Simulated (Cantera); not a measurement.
Feed: 1 mol C2H5OH, 1.5 mol NH3, 30 mol H2, 0.0072 mol O2, at 1.00 bar.

These are equilibrium values from Cantera (NASA tables, ideal gas, pure condensed phases), not measurements of a reactor. Candidate condensed phases: C, C6H6, C7H8, C8H18, H2O; 136 gas species. The numbers say what is thermodynamically allowed, not how fast it happens.

Question: Which condensed phases are stable at each of these points (T (°C)): 752, 952, 1152, 1352, 1552, 1752, 1952?

Answer: 
| T (°C) | condensed phases | C condensed (%) |
|---|---|---|
| 752 | gas only | 0.0 |
| 952 | C(graphite) | 29.0 |
| 1152 | C(graphite) | 43.0 |
| 1352 | C(graphite) | 46.1 |
| 1552 | C(graphite) | 45.5 |
| 1752 | C(graphite) | 41.1 |
| 1952 | C(graphite) | 30.0 |

At 752 °C nothing is condensed. From 952 °C to 1952 °C the condensed part is C(graphite).
